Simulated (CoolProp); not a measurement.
n-perfluorobutane at 304.7 K and 10 MPa is throttled through a valve to 5.69 MPa with no heat exchange. Each further row changes one setting.

Computed with CoolProp (reference Helmholtz-energy equation of state, Gao 2022).

```csv
case,temperature change (K),final density (kg/m³)
as stated,+0.8,1510
outlet pressure 1.71 MPa,…,…
outlet pressure 7.4 MPa,…,…
```

**Question.** What belongs in the gaps?

**Answer.** 
- outlet pressure 1.71 MPa, temperature change (K): +1.4
- outlet pressure 1.71 MPa, final density (kg/m³): 1480
- outlet pressure 7.4 MPa, temperature change (K): +0.5
- outlet pressure 7.4 MPa, final density (kg/m³): 1520
